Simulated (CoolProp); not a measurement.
Vapour-liquid equilibrium of n-hexane (1) + o-xylene (2) at 462.6 K; x and y are mole fractions of (1).

Values from CoolProp's multi-fluid Helmholtz-energy mixture model, Thol 2019 and Zhou 2012; pair parameters Bell 2016.

```
x      bubble pressure (bar)  y at the bubble point  dew pressure at overall composition x (bar)  liquid density (mol/L)
-----  ---------------------  ---------------------  -------------------------------------------  ----------------------
0.05                   3.553                  0.200                                        3.060                   6.762
0.125                  4.480                  0.396                                        3.288                   6.683
0.2                    5.389                  0.525                                        3.551                   6.599
0.275                  6.282                  0.616                                        3.858                   6.512
0.35                   7.161                  0.686                                        4.222                   6.420
0.425                  8.030                  0.741                                        4.657                   6.323
0.5                    8.897                  0.787                                        5.188                   6.221
0.575                  9.766                  0.826                                        5.846                   6.112
0.65                   10.65                  0.861                                        6.679                   5.996
0.725                  11.55                  0.893                                        7.757                   5.872
0.8                    12.48                  0.923                                        9.172                   5.737
0.875                  13.46                  0.951                                        11.03                   5.589
0.95                   14.50                  0.980                                        13.41                   5.426
```

No azeotrope shows between x = 0.05 and 0.95.

Pair parameters are fitted to limited data, so mixtures are less certain than the pure fluids.
